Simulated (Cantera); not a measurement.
An isothermal, constant-pressure homogeneous reactor starts with CH4 : N2 = 1 : 77 (molar parts), at 2000 K and 13300 Pa. Integrator tolerance rtol = 1e-08.

Cantera simulation using GRI-Mech 3.0 (53 species, 325 reactions); the numbers are that mechanism's predictions, not measurements. GRI-Mech 3.0 stops at C3 and has no aromatics, soot or wall deposition, so with more carbon than oxygen in the feed, carbon stays in small species such as C2H2 where larger ones or solid carbon would form.

Q: What does this change do: temperature 2000 to 1525 K?

A: 
```
quantity                                              before                                     after
-----------------  -----------------------------------------  ----------------------------------------
x(CH4) at 5.00 s     6.03e-8 (gas-phase equilibrium 9.22e-8)   0.00212 (gas-phase equilibrium 5.26e-6)
x(C2H6) at 5.00 s      <1e-12 (gas-phase equilibrium <1e-12)  5.68e-7 (gas-phase equilibrium 5.46e-12)
x(H2) at 5.00 s        0.0187 (gas-phase equilibrium 0.0187)     0.0158 (gas-phase equilibrium 0.0190)
x(CH3) at 5.00 s     3.90e-8 (gas-phase equilibrium 5.96e-8)   1.81e-5 (gas-phase equilibrium 5.05e-8)
x(H) at 5.00 s     0.000613 (gas-phase equilibrium 0.000613)   6.73e-6 (gas-phase equilibrium 8.99e-6)
```
